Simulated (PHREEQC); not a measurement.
**Buffer: an equilibrium model**

Consider water at 75 °C with 0.0022 mol/kgw HF, 0.0012 mol/kgw NaOH and 0.0016 mol/kgw KCl. Closed to the air; pH follows from the charge balance.

Model: ion-association model, phreeqc.dat, run in PHREEQC.

Precipitation was switched off in this run.

Question: Predict the pH, ionic strength.

Answer: pH 3.79; ionic strength 0.00297 mol/kgw.

Question: In which forms is F present?

Answer: F- 62 %, HF 37 % of the F.

Complexes and solids missing from the database can't appear. Away from 25 °C the constants follow the database's enthalpies or fits; those with neither stay at their 25 °C values.
